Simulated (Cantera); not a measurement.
**Metals in furnace atmospheres: Fe + O2 + CO**

Input: 1 mol Fe, a varied amount of O2, 58 mol CO, held at 750 Torr.

These are equilibrium values from Cantera (NASA tables, ideal gas, pure condensed phases), not measurements of a reactor. Candidate condensed phases: C, Fe, Fe(CO)5, FeO, Fe2O3, Fe3O4; 15 gas species. Iron dissolves carbon and melts from about 1420 K in contact with it, which pure phases cannot show. Condensed phases not in the tables: cementite and carbon dissolved in iron. The numbers say what is thermodynamically allowed, not how fast it happens.

Map the stable condensed phases over T = 1323, 1373, 1423, 1473, 1523, 1573, 1623, 1673, 1723, 1773, 1823, 1873, 1923, 1973 K and n(O2) in mol = 0.0085, 0.012, 0.016, 0.023, 0.031, 0.043, 0.06, 0.083, 0.11, 0.16, 0.22, 0.31.


```
T in K \ n(O2) in mol
         0.0085  0.012  0.016  0.023  0.031  0.043   0.06  0.083   0.11   0.16   0.22   0.31
   1973       A      A      A      A      A      A      A      A      A      A      A      A
   1923       A      A      A      A      A      A      A      A      A      A      A      A
   1873       A      A      A      A      A      A      A      A      A      A      A      A
   1823       A      A      A      A      A      A      A      A      A      A      A      A
   1773       A      A      A      A      A      A      A      A      A      A      A      A
   1723       A      A      A      A      A      A      A      A      A      A      A      A
   1673       A      A      A      A      A      A      A      A      A      A      A      A
   1623       A      A      A      A      A      A      A      A      A      A      A      A
   1573       A      A      A      A      A      A      A      A      A      A      A      A
   1523       B      B      A      A      A      A      A      A      A      A      A      A
   1473       B      B      B      A      A      A      A      A      A      A      A      A
   1423       B      B      B      B      B      A      A      A      A      A      A      A
   1373       B      B      B      B      B      B      B      A      A      A      A      A
   1323       B      B      B      B      B      B      B      B      B      A      A      A
```
A: Fe; B: C + Fe.
